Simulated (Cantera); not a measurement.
Input (Python, Cantera) and output of one run.

```python
import numpy as np
import cantera as ct

gas_names = """
    O2 CO
""".split()
cond_names = """
    Ta(cr) TaC(s) Ta2O5(s)
""".split()


# ... load() reads the species with a 1 bar reference pressure and builds the phases ...
species = {s.name: s for s in load("nasa_gas.yaml", gas_names) + load("nasa_condensed.yaml", cond_names)}
T = 1425
g = {n: (s.thermo.h(T) - T * s.thermo.s(T)) / (ct.gas_constant * T * np.log(10)) for n, s in species.items()}
valid = cond_names  # the entries whose range holds T


def stable(la, lb):
    # potentials (over RT ln 10) of the two non-metals from log10 p(O2) and log10 p(CO) in bar
    mu = {}
    mu["O"] = (g["O2"] + la) / 2
    mu["C"] = (g["CO"] + lb - 1 * mu["O"]) / 1
    cost = {}
    for n in valid:
        c = species[n].composition
        cost[n] = (g[n] - sum(c.get(e, 0) * m for e, m in mu.items())) / c["Ta"]
    return min(cost, key=cost.get)


results = []
for lb in [0, -1.2, -2.3, -3.5, -4.6, -5.8, -6.9, -8.1, -9.2, -10.4, -11.5, -12.7, -13.8, -15]:
    row = [stable(la, lb) for la in [-28, -26.6, -25.2, -23.9, -22.5, -21.1, -19.7, -18.3, -17, -15.6, -14.2, -12.8, -11.4, -10, -8.7, -7.3, -5.9, -4.5, -3.1, -1.8, -0.4, 1]]
    results.append(row)
    print(f"{lb:6.1f}  " + " ".join(f"{valid.index(n):x}" for n in row))
print("key: " + ", ".join(f"{i:x} {n}" for i, n in enumerate(valid)))
```

Output:

```
   0.0  1 1 1 1 1 1 1 1 2 2 2 2 2 2 2 2 2 2 2 2 2 2
  -1.2  1 1 1 1 1 1 1 1 2 2 2 2 2 2 2 2 2 2 2 2 2 2
  -2.3  1 1 1 1 1 1 1 2 2 2 2 2 2 2 2 2 2 2 2 2 2 2
  -3.5  1 1 1 1 1 1 1 2 2 2 2 2 2 2 2 2 2 2 2 2 2 2
  -4.6  1 1 1 1 1 1 1 2 2 2 2 2 2 2 2 2 2 2 2 2 2 2
  -5.8  1 1 1 1 1 1 2 2 2 2 2 2 2 2 2 2 2 2 2 2 2 2
  -6.9  1 1 1 1 1 1 2 2 2 2 2 2 2 2 2 2 2 2 2 2 2 2
  -8.1  1 1 1 1 0 0 2 2 2 2 2 2 2 2 2 2 2 2 2 2 2 2
  -9.2  1 1 0 0 0 0 2 2 2 2 2 2 2 2 2 2 2 2 2 2 2 2
 -10.4  1 0 0 0 0 0 2 2 2 2 2 2 2 2 2 2 2 2 2 2 2 2
 -11.5  0 0 0 0 0 0 2 2 2 2 2 2 2 2 2 2 2 2 2 2 2 2
 -12.7  0 0 0 0 0 0 2 2 2 2 2 2 2 2 2 2 2 2 2 2 2 2
 -13.8  0 0 0 0 0 0 2 2 2 2 2 2 2 2 2 2 2 2 2 2 2 2
 -15.0  0 0 0 0 0 0 2 2 2 2 2 2 2 2 2 2 2 2 2 2 2 2
key: 0 Ta(cr), 1 TaC(s), 2 Ta2O5(s)
```

Cantera with NASA thermochemical tables; ideal gases at 1 bar, condensed phases pure. TaC: taken at fixed stoichiometry. Not in the tables: Ta2C. Part of the grid cannot be reached: there another gas would pass 10 bar, or a non-metal would condense.
